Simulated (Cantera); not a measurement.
# Thermodynamics of carbon deposition, reforming and gasification, feed C2H6 + NH3 + H2

A closed system holds: 1 mol C2H6, 0.5 mol NH3, 4 mol H2, at 0.450 bar.

Cantera equilibrium calculation (NASA polynomials, part measured and part estimated; ideal gas, pure solids and liquids). Candidate condensed phases: C, C6H6, C7H8, C8H18; 92 gas species. The numbers say what is thermodynamically allowed, not how fast it happens.

```
T (K)   x H2       x H    x N2  x C2H2 (acetylene)     x CH4     x HCN  n C(graphite)
-----  -----  --------  ------  ------------------  --------  --------  -------------
1025   0.939   6.29e-9  0.0321             2.07e-9    0.0291   1.33e-6           1.77
1175   0.961   1.79e-7  0.0315             6.12e-8   0.00795   9.77e-6           1.94
1325   0.966   2.40e-6  0.0313             8.22e-7   0.00282   4.54e-5           1.98
1475   0.967   1.90e-5  0.0312             6.45e-6   0.00122  0.000154           1.99
1625   0.968  0.000103  0.0311             3.44e-5  0.000620  0.000413           1.99
1775   0.967  0.000424  0.0308            0.000138  0.000353  0.000936           1.99
1925   0.966   0.00140  0.0303            0.000442  0.000219   0.00185           1.98
2075   0.962   0.00389  0.0294             0.00119  0.000146   0.00330           1.95
2225   0.954   0.00943  0.0282             0.00280  0.000102   0.00535           1.91
2375   0.938    0.0204  0.0265             0.00583   7.36e-5   0.00803           1.83
2525   0.912    0.0399  0.0243              0.0110   5.40e-5    0.0112           1.71
2675   0.870    0.0718  0.0217              0.0187   3.94e-5    0.0146           1.54
2825   0.810     0.120  0.0188              0.0293   2.80e-5    0.0179           1.29
```
x: gas mole fraction; n: condensed amount in mol.

From 1025 K to 2825 K the condensed part is C(graphite). The main C-bearing gas is CH4 at 1025 K and C2H2 (acetylene) at 2825 K. The share of C in condensed phases is highest at 1625 K (99.6 %) and lowest at 2825 K (64.5 %).
